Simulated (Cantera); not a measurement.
**CH3F + HCl + F2 (fluorocarbon and chlorocarbon gases)**

A closed system holds: 1 mol CH3F, 0.03 mol HCl, 0.35 mol F2, held at 0.00133 bar.

These are equilibrium values from Cantera (NASA tables, ideal gas, pure condensed phases), not measurements of a reactor. Candidate condensed phases: C, C6H6, C7H8, C8H18; 118 gas species. Equilibrium is a limit: real reactors are often held back by kinetics, nucleation or transport.

| T (K) | log p HF | log p H | log p H2 | log p F | log p C | log p C3 | log p C2 | log p HCl | n C(graphite) |
|---|---|---|---|---|---|---|---|---|---|
| 875 | -3.02 | -12.02 | -3.44 | <-14 | <-14 | <-14 | <-14 | -4.77 | 1.000 |
| 1075 | -3.02 | -9.55 | -3.44 | <-14 | <-14 | <-14 | <-14 | -4.77 | 1.000 |
| 1275 | -3.02 | -7.85 | -3.44 | -12.82 | <-14 | <-14 | <-14 | -4.77 | 1.000 |
| 1475 | -3.02 | -6.61 | -3.44 | -10.83 | <-14 | <-14 | <-14 | -4.77 | 1.000 |
| 1675 | -3.02 | -5.66 | -3.44 | -9.31 | -14.15 | -14.73 | <-14 | -4.78 | 1.000 |
| 1875 | -3.02 | -4.91 | -3.45 | -8.10 | -11.76 | -11.99 | -13.07 | -4.79 | 1.000 |
| 2075 | -3.03 | -4.31 | -3.48 | -7.12 | -9.84 | -9.78 | -10.85 | -4.83 | 0.998 |
| 2275 | -3.05 | -3.85 | -3.56 | -6.30 | -8.26 | -7.98 | -9.03 | -4.94 | 0.996 |
| 2475 | -3.08 | -3.52 | -3.75 | -5.56 | -6.93 | -6.47 | -7.51 | -5.17 | 0.990 |
| 2675 | -3.12 | -3.34 | -4.11 | -4.85 | -5.80 | -5.20 | -6.22 | -5.57 | 0.938 |
| 2875 | -3.23 | -3.28 | -4.60 | -4.21 | -4.83 | -4.11 | -5.11 | -6.12 | 0.276 |
| 3075 | -3.42 | -3.22 | -5.03 | -3.76 | -4.31 | -4.11 | -4.78 | -6.65 | 0 |
| 3275 | -3.76 | -3.17 | -5.42 | -3.53 | -3.95 | -4.42 | -4.70 | -7.15 | 0 |
log p: log10 of the partial pressure in bar; n: condensed amount in mol.

From 875 K to 2875 K the condensed part is C(graphite). From 3075 K to 3275 K nothing is condensed. The main C-bearing gas is CH4 at 875 K and C3 at 3275 K.
